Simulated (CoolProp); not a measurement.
The fluid at 201.38 K and 17.9 MPa flows at 0.15 m/s in a round tube of 1 mm bore and 15 µm roughness, fully developed (64/Re and Nu = 3.66 if laminar; Colebrook and Gnielinski if turbulent). The same conditions are run with several fluids, on thermodynamics alone (safety and materials aside).

The numbers come from the reference Helmholtz-energy equation of state of each fluid (methanol: de Reuck 1993; R227EA: Lemmon 2016; R11: Jacobsen 1992; R141b: Lemmon 2006; R13: Platzer 1990) in CoolProp. The equations of Platzer and Polt are older, rougher fits.

```tsv
fluid	Reynolds number	Darcy friction factor	pressure drop (Pa/m)	heat-transfer coefficient (W/(m² K))	mass flow (kg/h)
methanol	___	2.34	___	821	0.377
R227EA	232	0.276	5440	319	___
R11	___	0.537	___	___	0.725
R141b	91.3	0.701	11300	448	0.605
R13	697	___	1590	347	0.653
```

Task: Some entries are withheld; supply them.

Result: 
- methanol, Reynolds number: 27.4
- methanol, pressure drop (Pa/m): 23400
- R227EA, mass flow (kg/h): 0.744
- R11, Reynolds number: 119
- R11, pressure drop (Pa/m): 10300
- R11, heat-transfer coefficient (W/(m² K)): 446
- R13, Darcy friction factor: 0.0918

Transport values come from each fluid's own correlations; those of R227EA, R11, R141b, R13 are estimates that may be off by 10 % or more.
